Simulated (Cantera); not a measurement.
Charge: 1 mol Cu, 2.2 mol NH3, 91 mol H2, at 350 °C and 61.0 mbar.

Method: chemical equilibrium by Gibbs-energy minimisation in Cantera with the NASA 1993 tables (ideal gas, pure condensed phases). Candidate condensed phases: Cu; 11 gas species. The numbers say what is thermodynamically allowed, not how fast it happens.

Base state: H2 0.988, N2 0.0114, NH3 0.000182 (mole fractions); condensed: Cu(s).

**Question.** What changes in the equilibrium state with this change: NH3 from 2.2 to 0.16 mol?

**Answer.** 
```csv
species,before,after
H2,0.988,0.999
N2,0.0114,0.000851
NH3,0.000182,5.03e-5
"Cu(s), mol",1.00,1.00
```

**Question.** What changes in the equilibrium state with this change: NH3 from 2.2 to 0.5 mol?

**Answer.** 
```json
[
 {"species": "H2", "before": "0.988", "after": "0.997"},
 {"species": "N2", "before": "0.0114", "after": "0.00267"},
 {"species": "NH3", "before": "0.000182", "after": "8.90e-5"},
 {"species": "Cu(s), mol", "before": "1.00", "after": "1.00"}
]
```
